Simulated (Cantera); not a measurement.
An adiabatic, constant-pressure homogeneous reactor starts with CO : H₂ : O₂ : N₂ : H₂O = 1 : 0.62 : 0.352 : 1.32 : 0.1 (molar parts), equivalence ratio 2.3, at 1100 K and 4.74 atm.

Computed with Cantera and GRI-Mech 3.0 (53 species, 325 reactions). The hydrogen kinetics of GRI-Mech 3.0 are dated; newer H2 mechanisms differ, most at raised pressure.

Task: Predict: time of steepest temperature rise; temperature at 1.00 s; equilibrium temperature; x(CO) at 1.00 s; x(H₂) at 1.00 s; x(O₂) at 1.00 s; x(NO) at 1.00 s; x(OH) at 1.00 s; x(H₂O₂) at 1.00 s; x(HO₂) at 1.00 s.

Result: 
| Item | Result |
|---|---|
| time of steepest temperature rise | 0.205 ms |
| temperature at 1.00 s | 2569 K |
| equilibrium temperature | 2569 K |
| x(CO) at 1.00 s | 0.234 (gas-phase equilibrium 0.234) |
| x(H₂) at 1.00 s | 0.0657 (gas-phase equilibrium 0.0657) |
| x(O₂) at 1.00 s | 9.24e-5 (gas-phase equilibrium 9.24e-5) |
| x(NO) at 1.00 s | 0.000403 (gas-phase equilibrium 0.000403) |
| x(OH) at 1.00 s | 0.00226 (gas-phase equilibrium 0.00226) |
| x(H₂O₂) at 1.00 s | 2.87e-8 (gas-phase equilibrium 2.87e-8) |
| x(HO₂) at 1.00 s | 9.89e-8 (gas-phase equilibrium 9.89e-8) |
